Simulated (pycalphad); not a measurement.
CALPHAD calculation (pycalphad, COST 507 light-alloy database (1999)), 1 atm. These are 1990s assessments: newer ones move some temperatures and phases. Kinetics are ignored, which matters at the lower temperatures.

Molar enthalpy of Hf-0.05697C (wt.%) in equilibrium (SER reference):

| T (K) | H (kJ/mol) | phases |
|---|---|---|
| 3300 | 138.58 | LIQUID |
| 3100 | 129.81 | LIQUID |
| 2900 | 121.04 | LIQUID |
| 2700 | 112.27 | LIQUID |
| 2600 | 107.88 | LIQUID |
| 2500 | 103.50 | LIQUID |
| 2400 | 72.05 | BCC_A2 + HCP_A3 |
| 2300 | 67.77 | BCC_A2 + HCP_A3 |
| 2100 | 57.47 | HCP_A3 + BCC_A2 |
| 1900 | 48.88 | HCP_A3 |
| 1700 | 41.39 | HCP_A3 |
| 1500 | 34.22 | HCP_A3 |
| 1300 | 27.38 | HCP_A3 |
| 1100 | 20.87 | HCP_A3 |
| 900 | 14.68 | HCP_A3 |
| 700 | 8.82 | HCP_A3 |
| 500 | 3.27 | HCP_A3 |

Cooling from 2500 K to 2400 K, across the freezing range, releases 31.4 kJ/mol, or 178 J/g. The slope is 44 J/(mol K) in the liquid and 43 J/(mol K) just below the solidus, where it includes any heat of precipitation. Liquidus 2491 K, solidus 2479 K. Changes were sought between steps of 100 K, so a narrower field can be missed.

BCC_A2 is bcc; HCP_A3 is hcp.
